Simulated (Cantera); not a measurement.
# Equilibrium for silicon epitaxy and polysilicon growth: SiCl₄ + H₂ + HCl

Input: 1 mol SiCl₄, 160 mol H₂, 0.39 mol HCl, equilibrated at 1.00 bar.

These are equilibrium values from Cantera (NASA tables, ideal gas, pure condensed phases), not measurements of a reactor. Candidate condensed phases: Si; 19 gas species. The tables' values for SiCl₃ are old estimates; treat these amounts as uncertain. Gases not in the tables: Si₂H₆ and higher silanes. The numbers say what is thermodynamically allowed, not how fast it happens.

```json
[
 {"T (°C)": "577", "log p H₂": "0.00", "log p HCl": "-2.37", "log p SiCl₄": "-2.35", "log p SiHCl₃": "-2.77", "log p SiCl₂": "-6.82", "log p SiH₂Cl₂": "-4.24", "log p SiCl₃": "-5.51", "log p H": "-10.69", "n Si(s)": "0"},
 {"T (°C)": "652", "log p H₂": "0.00", "log p HCl": "-2.28", "log p SiCl₄": "-2.45", "log p SiHCl₃": "-2.61", "log p SiCl₂": "-5.60", "log p SiH₂Cl₂": "-3.78", "log p SiCl₃": "-4.82", "log p H": "-9.59", "n Si(s)": "0"},
 {"T (°C)": "727", "log p H₂": "-0.01", "log p HCl": "-2.20", "log p SiCl₄": "-2.56", "log p SiHCl₃": "-2.52", "log p SiCl₂": "-4.61", "log p SiH₂Cl₂": "-3.44", "log p SiCl₃": "-4.28", "log p H": "-8.65", "n Si(s)": "0"},
 {"T (°C)": "802", "log p H₂": "-0.01", "log p HCl": "-2.09", "log p SiCl₄": "-2.69", "log p SiHCl₃": "-2.52", "log p SiCl₂": "-3.88", "log p SiH₂Cl₂": "-3.27", "log p SiCl₃": "-3.88", "log p H": "-7.84", "n Si(s)": "0.0482"},
 {"T (°C)": "877", "log p H₂": "-0.01", "log p HCl": "-1.90", "log p SiCl₄": "-2.85", "log p SiHCl₃": "-2.65", "log p SiCl₂": "-3.46", "log p SiH₂Cl₂": "-3.34", "log p SiCl₃": "-3.67", "log p H": "-7.13", "n Si(s)": "0.238"},
 {"T (°C)": "952", "log p H₂": "-0.01", "log p HCl": "-1.78", "log p SiCl₄": "-3.11", "log p SiHCl₃": "-2.85", "log p SiCl₂": "-3.15", "log p SiH₂Cl₂": "-3.46", "log p SiCl₃": "-3.58", "log p H": "-6.51", "n Si(s)": "0.426"},
 {"T (°C)": "1027", "log p H₂": "-0.01", "log p HCl": "-1.70", "log p SiCl₄": "-3.48", "log p SiHCl₃": "-3.13", "log p SiCl₂": "-2.96", "log p SiH₂Cl₂": "-3.64", "log p SiCl₃": "-3.60", "log p H": "-5.96", "n Si(s)": "0.567"},
 {"T (°C)": "1102", "log p H₂": "-0.01", "log p HCl": "-1.66", "log p SiCl₄": "-3.94", "log p SiHCl₃": "-3.48", "log p SiCl₂": "-2.85", "log p SiH₂Cl₂": "-3.86", "log p SiCl₃": "-3.72", "log p H": "-5.47", "n Si(s)": "0.642"},
 {"T (°C)": "1177", "log p H₂": "-0.01", "log p HCl": "-1.64", "log p SiCl₄": "-4.42", "log p SiHCl₃": "-3.85", "log p SiCl₂": "-2.79", "log p SiH₂Cl₂": "-4.09", "log p SiCl₃": "-3.89", "log p H": "-5.03", "n Si(s)": "0.671"},
 {"T (°C)": "1252", "log p H₂": "-0.01", "log p HCl": "-1.64", "log p SiCl₄": "-4.89", "log p SiHCl₃": "-4.21", "log p SiCl₂": "-2.75", "log p SiH₂Cl₂": "-4.32", "log p SiCl₃": "-4.06", "log p H": "-4.63", "n Si(s)": "0.678"},
 {"T (°C)": "1327", "log p H₂": "-0.01", "log p HCl": "-1.64", "log p SiCl₄": "-5.34", "log p SiHCl₃": "-4.55", "log p SiCl₂": "-2.73", "log p SiH₂Cl₂": "-4.54", "log p SiCl₃": "-4.23", "log p H": "-4.27", "n Si(s)": "0.675"},
 {"T (°C)": "1402", "log p H₂": "-0.01", "log p HCl": "-1.64", "log p SiCl₄": "-5.74", "log p SiHCl₃": "-4.86", "log p SiCl₂": "-2.71", "log p SiH₂Cl₂": "-4.73", "log p SiCl₃": "-4.38", "log p H": "-3.94", "n Si(s)": "0.668"}
]
```
log p: log10 of the partial pressure in bar; n: condensed amount in mol.

From 577 °C to 727 °C nothing is condensed. From 802 °C to 1402 °C the condensed part is Si(s). The main Si-bearing gas is SiCl₄ at 577 °C and SiCl₂ at 1402 °C.
